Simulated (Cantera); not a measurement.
Charge: 1 mol FeS2, 0.39 mol H2, 0.2 mol H2O, equilibrated at 1.00 bar.

Equilibrium computed with Cantera from the NASA thermochemical tables; the gas is ideal and each condensed phase is pure. Candidate condensed phases: Fe, FeO, Fe(OH)2, Fe(OH)3, FeS, FeSO4, FeS2, Fe2O3, Fe2(SO4)3, Fe3O4, H2O, H2SO4, S; 22 gas species. FeS: taken at fixed stoichiometry. Kinetics and transport are ignored. All values below are at 1598 K.

Base state: S2 0.386, H2S 0.240, H2O 0.196, H2 0.166, SH 0.00591, SO2 0.00366, S2O 0.00145, SO 0.000744 (mole fractions); condensed: FeS(l).

Task: What changes in the equilibrium state with this change: pressure from 1.00 bar to 0.0133 bar?

Result: 
```json
[
 {"species": "S2", "before": "0.386", "after": "0.431"},
 {"species": "H2", "before": "0.166", "after": "0.322"},
 {"species": "H2O", "before": "0.196", "after": "0.170"},
 {"species": "H2S", "before": "0.240", "after": "0.0568"},
 {"species": "H", "before": "2.17e-5", "after": "0.000262"},
 {"species": "S", "before": "7.36e-5", "after": "0.000673"},
 {"species": "SO", "before": "0.000744", "after": "0.00306"},
 {"species": "S2O", "before": "0.00145", "after": "0.000728"},
 {"species": "FeS(l), mol", "before": "1.00", "after": "1.000"}
]
```

Task: What changes in the equilibrium state with this change: H2O from 0.2 to 5.3 mol?

Result: 
| species | before | after |
|---|---|---|
| H2O | 0.196 | 0.769 |
| H2 | 0.166 | 0.105 |
| H2S | 0.240 | 0.0453 |
| S2 | 0.386 | 0.0346 |
| SO2 | 0.00366 | 0.0427 |
| Fe(OH)2 | 2.27e-7 | 1.86e-5 |
| SH | 0.00591 | 0.00140 |
| S | 7.36e-5 | 2.20e-5 |
| FeS(l), mol | 1.00 | 1.000 |
